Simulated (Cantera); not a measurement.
## SiHCl3 + HCl + H2 (silicon epitaxy and polysilicon growth)

A closed system holds: 1 mol SiHCl3, 0.022 mol HCl, 480 mol H2, at 1573.15 K and 1.00 bar.

These are equilibrium values from Cantera (NASA tables, ideal gas, pure condensed phases), not measurements of a reactor. Candidate condensed phases: Si; 19 gas species. Rates play no part.

| Quantity | Value |
|---|---|
| x(H2) | 0.994 |
| x(HCl) | 0.00601 |
| x(SiCl2) | 0.000123 |
| x(H) | 4.06e-5 |
| x(SiH2) | 3.65e-6 |
| x(SiH3Cl) | 2.54e-6 |
| x(SiH2Cl2) | 2.36e-6 |
| x(SiCl3) | 1.18e-6 |
| x(SiH4) | 1.10e-6 |
| n(Si(s)) | 0.935 mol |
| gas amount | 482.0 mol |
